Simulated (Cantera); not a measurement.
Input: 1 mol SiCl4, 0.018 mol Cl2, 8 mol H2, held at 1425 K and 1.00 bar.

These are equilibrium values from Cantera (NASA tables, ideal gas, pure condensed phases), not measurements of a reactor. Candidate condensed phases: Si; 19 gas species. The tables' values for SiCl3 are old estimates; treat these amounts as uncertain. The numbers say what is thermodynamically allowed, not how fast it happens.

Base state: H2 0.784, HCl 0.110, SiCl4 0.0348, SiCl2 0.0332, SiHCl3 0.0194, SiCl3 0.0172, SiH2Cl2 0.00164, SiH3Cl 4.04e-5 (mole fractions); condensed: gas only.

**Question.** What changes in the equilibrium state with this change: temperature from 1425 K to 1175 K?

**Answer.** 
| species | before | after |
|---|---|---|
| H2 | 0.784 | 0.843 |
| SiCl4 | 0.0348 | 0.0719 |
| HCl | 0.110 | 0.0464 |
| SiCl2 | 0.0332 | 0.00211 |
| SiCl3 | 0.0172 | 0.00394 |
| SiHCl3 | 0.0194 | 0.0308 |
| SiH3Cl | 4.04e-5 | 2.53e-5 |
| SiH2Cl2 | 0.00164 | 0.00169 |
